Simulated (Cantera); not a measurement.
Feed: 1 mol SiO2, 2.2 mol SiCl4, 5.4 mol N2, at 1123 K and 13300 Pa.

Equilibrium computed with Cantera from the NASA thermochemical tables; the gas is ideal and each condensed phase is pure. Candidate condensed phases: Si, SiO2, Si2N2O, Si3N4; 23 gas species. The tables' values for SiCl3 are old estimates; treat these amounts as uncertain. Rates play no part.

Base state: N2 0.711, SiCl4 0.289, SiCl3 1.24e-5 (mole fractions); condensed: SiO2(β-quartz).

Problem. What changes in the equilibrium state with this change: temperature from 1123 K to 1650 K?

Solution. 
| species | before | after |
|---|---|---|
| N2 | 0.711 | 0.704 |
| SiCl4 | 0.289 | 0.279 |
| Cl | 8.07e-6 | 0.00818 |
| SiCl3 | 1.24e-5 | 0.00798 |
| SiCl2 | 6.58e-9 | 0.000501 |
| SiO | <1e-9 | 1.31e-5 |
| SiO2(β-quartz), mol | 1.00 | 1.000 |
The tables hold silica as quartz up to 1696 K and as liquid above; real silica turns to tridymite and cristobalite and melts near 1996 K.
